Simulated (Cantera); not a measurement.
Input: 1 mol Si2H6, 13 mol O2, 16 mol H2, at 1702 °C and 0.270 bar.

Method: chemical equilibrium by Gibbs-energy minimisation in Cantera with the NASA 1993 tables (ideal gas, pure condensed phases). Candidate condensed phases: H2O, Si, SiO2; 18 gas species. The feed counts by its element totals alone. The tables hold silica as quartz up to 1696 K and as liquid above; real silica turns to tridymite and cristobalite and melts near 1996 K. Gases not in the tables: Si(OH)4. Kinetics and transport are ignored.

Base state: H2O 0.920, O2 0.0722, OH 0.00583, H2 0.00157, O 0.000285, H 0.000104 (mole fractions); condensed: SiO2(condensed).

**Question.** What changes in the equilibrium state with this change: temperature from 1702 °C to 850 °C?

**Answer.** 
| species | before | after |
|---|---|---|
| H2O | 0.920 | 0.927 |
| O2 | 0.0722 | 0.0732 |
| OH | 0.00583 | 3.18e-6 |
| H2 | 0.00157 | 1.52e-8 |
| O | 0.000285 | 2.29e-9 |
| H | 0.000104 | <1e-9 |
| SiO2(condensed), mol | 2.00 | 0 |
| SiO2(β-quartz), mol | 0 | 2.00 |
